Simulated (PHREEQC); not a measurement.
A solution holds 1.8 mmol/kgw HF, 0.23 mmol/kgw KF and 0.041 mmol/kgw H2SO4, at 20 °C. Closed to the air; pH follows from the charge balance.

The numbers come from PHREEQC with the ion-association model, wateq4f.dat.

Precipitation was switched off in this run.

Q: Estimate the pH, ionic strength.

A: pH 3.10; ionic strength 0.00110 mol/kgw.

Q: In which forms is S present?

A: SO4-2 94 %, HSO4- 5.9 % of the S.
